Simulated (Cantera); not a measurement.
A Cantera script and what it prints.

```python
import numpy as np
import cantera as ct

gas_names = [...]  # 151 gases of nasa_gas.yaml made of C, H, N, O, Si
cond_names = """
    C(gr) C6H6(L) C7H8(L) C8H18(L),n-octa H2O(s) H2O(L) Si(cr) Si(L) SiC(b) SiO2(Lqz) SiO2(hqz) SiO2(L)
    Si2N2O(s) Si3N4(a)
""".split()


# ... load() reads the species with a 1 bar reference pressure and builds the phases ...
atoms = {
    'TEOS': {'Si': 1, 'C': 8, 'H': 20, 'O': 4},
    'H2O': {'H': 2, 'O': 1},
    'N2': {'N': 2},
}
top_T = {'C(gr)': 4500, 'SiC(b)': 3050, 'Si2N2O(s)': 2100, 'Si3N4(a)': 2400}  # K; cautious upper limits of use, not melting points


# ... equilibrate(T, P, feed) seeds the gas with the atoms and calls Mixture.equilibrate('TP', solver="vcs", rtol=1e-11, max_steps=5000) ...
results = []
feed = {'TEOS': 1, 'H2O': 1.1, 'N2': 2.7}  # mol
T = 1398  # K
P = 18  # Pa
mix = equilibrate(T, P, feed)
results.append((T, P, feed, dict(zip(mix.species_names, mix.species_moles))))
print(gas.report(threshold=0.0001))
for i in range(1, mix.n_phases):
    print(f"{mix.phase(i).name:16s} {mix.phase_moles(i):12.5e} mol")
```

It prints:

```
       temperature   1398 K
          pressure   18 Pa
           density   1.9744e-05 kg/m^3
  mean mol. weight   12.75 kg/kmol
   phase of matter   gas

                          1 kg             1 kmol
                     ---------------   ---------------
          enthalpy        3.2625e+05        4.1595e+06  J
   internal energy       -5.8544e+05       -7.4641e+06  J
           entropy             22267         2.839e+05  J/K
    Gibbs function       -3.0803e+07       -3.9273e+08  J
 heat capacity c_p            2593.8             33070  J/K
 heat capacity c_v            1941.7             24755  J/K

                      mass frac. Y      mole frac. X     chem. pot. / RT
                     ---------------   ---------------   ---------------
                CO           0.59201           0.26947            -45.99
                 H        2.1364e-05        0.00027022           -13.778
               HCN        0.00029961        0.00014134           -34.022
                H2           0.09282           0.58701           -27.555
                N2           0.31369           0.14277           -36.367
               SiO          0.001154        0.00033376           -53.692
     [ +145 minor]        7.1144e-06        3.5414e-06

C(gr)             1.90986e+00 mol
Si(cr)            0.00000e+00 mol
SiC(b)            9.93691e-01 mol
SiO2(hqz)         0.00000e+00 mol
Si2N2O(s)         0.00000e+00 mol
Si3N4(a)          0.00000e+00 mol
```

Equilibrium computed with Cantera from the NASA thermochemical tables; the gas is ideal and each condensed phase is pure. The feed counts by its element totals alone.
